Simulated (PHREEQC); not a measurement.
# Brine: speciation

Dissolve 0.7 mol/kgw MgSO4 and 1.7 mol/kgw KCl at 23 °C. Closed to the air; pH follows from the charge balance.

All values are PHREEQC results (Pitzer model, pitzer.dat), not measurements.

This is a speciation only: nothing precipitates in the calculation.

**Question.** Estimate the activity of water, density.

**Answer.** activity of water 0.927; density 1.143 g/cm³.
